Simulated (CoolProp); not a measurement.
Saturation properties of toluene.

Computed with CoolProp (reference Helmholtz-energy equation of state, Lemmon 2006). It is a short technical equation, of lower accuracy than the large ones.

```
T (K)  p (bar)  liquid density (kg/m³)  vapour density (kg/m³)  enthalpy of vaporisation (kJ/kg)  surface tension (mN/m)  liquid viscosity (µPa s)
-----  -------  ----------------------  ----------------------  --------------------------------  ----------------------  ------------------------
424.3        …                       …                   8.048                             332.2                    13.5                       188
427.2    3.016                   732.4                   8.564                             330.0                       …                       184
430.1    3.215                   729.1                   9.107                             327.8                    12.9                       181
433      3.423                   725.8                       …                             325.5                    12.6                       178
435.9    3.642                   722.4                   10.27                             323.2                    12.3                       174
438.8    3.872                   719.0                   10.90                             320.9                    12.0                       171
441.7    4.112                   715.6                   11.56                             318.6                    11.7                       168
444.6    4.363                   712.2                   12.25                             316.2                    11.4                       165
447.5    4.626                   708.7                   12.97                                 …                    11.1                       162
450.4    4.900                   705.2                   13.72                             311.3                    10.9                       159
453.3    5.187                   701.6                   14.51                             308.8                    10.6                       156
456.3    5.497                   697.9                   15.37                             306.2                    10.3                       153
459.2    5.809                   694.3                   16.24                             303.7                   10.00                       151
462.1    6.134                   690.6                   17.14                             301.1                    9.71                       148
465      6.473                       …                   18.09                             298.4                    9.43                       145
```

Problem. Fill in the missing entries.

Solution. 
- 424.3, p (bar): 2.826
- 424.3, liquid density (kg/m³): 735.7
- 427.2, surface tension (mN/m): 13.2
- 433, vapour density (kg/m³): 9.677
- 447.5, enthalpy of vaporisation (kJ/kg): 313.8
- 465, liquid density (kg/m³): 686.9

It boils at 383.7 K under 1 atm.

Viscosity comes from a separate model (Avgeri 2015). Surface tension comes from a separate correlation (Mulero 2012).
